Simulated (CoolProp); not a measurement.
A single-stage vapour-compression cycle with the fluid: evaporating at 196.15 K (dew point), condensing at 233.15 K (bubble point), superheat 0 K, subcooling 8 K, compressor efficiency 0.8, no pressure losses. The same conditions are run with several fluids, on thermodynamics alone (safety and materials aside).

Model: reference Helmholtz-energy equation of state of each fluid (R115: Lemmon 2016; fluoroethane (R161): Wu 2012; hydrogen sulfide: Lemmon 2006; carbonyl sulfide: Lemmon 2006; CH3F (R41): Lemmon 2006; CH2F2 (R32): Tillner-Roth 1997), in CoolProp.

| fluid | cooling COP | pressure ratio | discharge temperature (K) | refrigerating effect (kJ/kg) | volumetric capacity (kJ/m³) |
|---|---|---|---|---|---|
| R115 | … | 7.70 | 246.2 | 112 | 136 |
| fluoroethane (R161) | 3.81 | 8.39 | 295.9 | … | 131 |
| hydrogen sulfide | 3.64 | 6.42 | 337.8 | 507 | 429 |
| carbonyl sulfide | … | … | 318.4 | 292 | 262 |
| CH3F (R41) | 3.66 | 5.26 | … | 424 | … |
| CH2F2 (R32) | 3.66 | … | 324.4 | 362 | 269 |

Question: What belongs in the gaps?

Answer: 
- R115, cooling COP: 3.87
- fluoroethane (R161), refrigerating effect (kJ/kg): 409
- carbonyl sulfide, cooling COP: 3.72
- carbonyl sulfide, pressure ratio: 6.59
- CH3F (R41), discharge temperature (K): 308.4
- CH3F (R41), volumetric capacity (kJ/m³): 1010
- CH2F2 (R32), pressure ratio: 7.74
